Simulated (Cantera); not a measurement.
Input: 1 mol SiH2Cl2, 65 mol H2, held at 0.0920 bar.

These are equilibrium values from Cantera (NASA tables, ideal gas, pure condensed phases), not measurements of a reactor. Candidate condensed phases: Si; 19 gas species. The tables' values for SiCl3 are old estimates; treat these amounts as uncertain. Equilibrium is a limit: real reactors are often held back by kinetics, nucleation or transport.

Problem. At 975 K, list the 4 most abundant gas species with their mole fractions, and the condensed phases.

Solution. H2 0.986, HCl 0.00757, SiCl4 0.00346, SiHCl3 0.00258. Condensed: Si(s).
